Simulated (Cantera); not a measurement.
An adiabatic, constant-volume homogeneous reactor starts with CH₄ : H₂ : O₂ : N₂ = 1 : 0.19 : 2.62 : 9.85 (molar parts), equivalence ratio 0.80, at 1325 K and 0.350 bar.

Cantera simulation using GRI-Mech 3.0 (53 species, 325 reactions); the numbers are that mechanism's predictions, not measurements.

Q: Predict: time of steepest temperature rise; temperature at 8.00 s; equilibrium temperature; x(H₂) at 8.00 s; x(O₂) at 8.00 s; x(HCO) at 8.00 s; x(NO) at 8.00 s; x(H) at 8.00 s; x(O) at 8.00 s.

A: 
```json
{
  "time_of_steepest_temperature_rise": "4.47 ms",
  "temperature at 8.00 s": "2697 K",
  "equilibrium_temperature": "2697 K",
  "x(H₂) at 8.00 s": "0.0109 (gas-phase equilibrium 0.0109)",
  "x(O₂) at 8.00 s": "0.0413 (gas-phase equilibrium 0.0413)",
  "x(HCO) at 8.00 s": "1.40e-8 (gas-phase equilibrium 1.40e-8)",
  "x(NO) at 8.00 s": "0.0132 (gas-phase equilibrium 0.0132)",
  "x(H) at 8.00 s": "0.00691 (gas-phase equilibrium 0.00691)",
  "x(O) at 8.00 s": "0.00851 (gas-phase equilibrium 0.00851)"
}
```
